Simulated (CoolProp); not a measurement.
Values from CoolProp's reference Helmholtz-energy equation of state, Gao 2020.

### Question
For ammonia, give the phase and the Z, Joule-Thomson coefficient (K/MPa), viscosity (µPa s), fugacity coefficient at 399.5 K and 13100 kPa; 430.3 K and 13100 kPa.

### Answer
- 399.5 K and 13100 kPa: liquid; Z 0.169, Joule-Thomson coefficient 1.08, viscosity 50.7, fugacity coefficient 0.533
- 430.3 K and 13100 kPa: supercritical; Z 0.534, Joule-Thomson coefficient 6.11, viscosity 19.0, fugacity coefficient 0.675

Viscosity comes from a separate model (Fenghour 1995).
